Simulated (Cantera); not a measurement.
trisilylamine + NH₃ + H₂ (silicon nitride deposition)

A closed system holds: 1 mol trisilylamine, 1.1 mol NH₃, 57 mol H₂, at 0.000440 bar.

Method: chemical equilibrium by Gibbs-energy minimisation in Cantera with the NASA 1993 tables (ideal gas, pure condensed phases). Candidate condensed phases: Si, Si₃N₄; 18 gas species. The feed counts by its element totals alone. Mutual solubility and eutectic melting of coexisting phases are not modelled. The tables' values for SiN are old estimates; treat these amounts as uncertain. Gases not in the tables: Si₂H₆ and higher silanes. The numbers say what is thermodynamically allowed, not how fast it happens.

From 748 K to 1348 K the condensed part is Si(s) + Si₃N₄(s). From 1448 K to 1648 K the condensed part is Si(s). From 1748 K to 1848 K the condensed part is Si(l). From 1948 K to 2048 K nothing is condensed.

| T (K) | x H₂ | x H | x Si | x N₂ | x SiH | n Si(s) | n Si₃N₄(s) | n Si(l) |
|---|---|---|---|---|---|---|---|---|
| 748 | 1.00 | 1.37e-11 | <1e-12 | <1e-12 | <1e-12 | 1.43 | 0.525 | 0 |
| 848 | 1.00 | 9.07e-10 | <1e-12 | 1.18e-11 | <1e-12 | 1.43 | 0.525 | 0 |
| 948 | 1.00 | 2.50e-8 | <1e-12 | 3.16e-9 | <1e-12 | 1.43 | 0.525 | 0 |
| 1048 | 1.000 | 3.68e-7 | 4.74e-12 | 2.90e-7 | 4.55e-12 | 1.43 | 0.525 | 0 |
| 1148 | 1.000 | 3.42e-6 | 4.15e-10 | 1.20e-5 | 1.85e-10 | 1.43 | 0.525 | 0 |
| 1248 | 1.000 | 2.23e-5 | 1.76e-8 | 0.000271 | 4.13e-9 | 1.45 | 0.516 | 0 |
| 1348 | 0.996 | 0.000110 | 4.27e-7 | 0.00383 | 5.76e-8 | 1.79 | 0.404 | 0 |
| 1448 | 0.983 | 0.000436 | 6.65e-6 | 0.0164 | 5.54e-7 | 3.00 | 0 | 0 |
| 1548 | 0.982 | 0.00145 | 7.22e-5 | 0.0163 | 3.98e-6 | 2.99 | 0 | 0 |
| 1648 | 0.979 | 0.00420 | 0.000585 | 0.0163 | 2.23e-5 | 2.96 | 0 | 0 |
| 1748 | 0.970 | 0.0107 | 0.00331 | 0.0162 | 9.09e-5 | 0 | 0 | 2.77 |
| 1848 | 0.945 | 0.0246 | 0.0143 | 0.0159 | 0.000290 | 0 | 0 | 2.02 |
| 1948 | 0.891 | 0.0508 | 0.0420 | 0.0152 | 0.000639 | 0 | 0 | 0 |
| 2048 | 0.845 | 0.0981 | 0.0417 | 0.0148 | 0.000488 | 0 | 0 | 0 |
x: gas mole fraction; n: condensed amount in mol.
